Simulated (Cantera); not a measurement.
A closed system holds: 1 mol TiO2, 2.8 mol CO, 12 mol H2, at 1850 °C and 0.00560 bar.

These are equilibrium values from Cantera (NASA tables, ideal gas, pure condensed phases), not measurements of a reactor. Candidate condensed phases: C, C6H6, C7H8, C8H18, H2O, Ti, TiC, TiO, TiO2, Ti2O3, Ti3O5, Ti4O7; 113 gas species. Rates play no part.

Base state: H2 0.752, CO 0.184, H 0.0416, H2O 0.0209, CO2 0.00102, OH 0.000143, TiO2 0.000117, TiO 8.27e-5 (mole fractions); condensed: Ti3O5(l).

Task: What changes in the equilibrium state with this change: H2 from 12 to 0.15 mol?

Result: 
| species | before | after |
|---|---|---|
| CO | 0.184 | 0.874 |
| CO2 | 0.00102 | 0.0705 |
| H2 | 0.752 | 0.0328 |
| H | 0.0416 | 0.00868 |
| H2O | 0.0209 | 0.0133 |
| TiO2 | 0.000117 | 0.000232 |
| O2 | 6.62e-8 | 1.40e-5 |
| O | 5.60e-6 | 8.16e-5 |
| TiO | 8.27e-5 | 1.13e-5 |
| Ti3O5(l), mol | 0.332 | 0 |
| Ti4O7(l), mol | 0 | 0.250 |
Condensed phases not in the tables: Magnéli phases beyond Ti4O7.
